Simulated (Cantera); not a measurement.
Charge: 1 mol AlCl3, 3.5 mol N2O, 2.5 mol H2, at 10.0 mbar.

These are equilibrium values from Cantera (NASA tables, ideal gas, pure condensed phases), not measurements of a reactor. Candidate condensed phases: Al, AlCl3, AlN, Al2O3, H2O, NH4Cl; 45 gas species. The numbers say what is thermodynamically allowed, not how fast it happens. All values below are at 1700 K.

Base state: N2 0.433, HCl 0.336, H2O 0.141, O2 0.0523, Cl 0.0346, NO 0.00107, OH 0.000965, Cl2 0.000325 (mole fractions); condensed: Al2O3(s).

### Question
What changes in the equilibrium state with this change: H2 from 2.5 to 22 mol?

### Answer
```csv
species,before,after
H2,0.000124,0.684
N2,0.433,0.130
HCl,0.336,0.111
O2,0.0523,<1e-9
Cl,0.0346,0.000154
H2O,0.141,0.0740
Cl2,0.000325,6.39e-9
NO,0.00107,5.58e-8
ClO,1.55e-5,<1e-9
O,0.000102,9.72e-9
OH,0.000965,6.81e-6
"Al2O3(s), mol",0.500,0.500
```
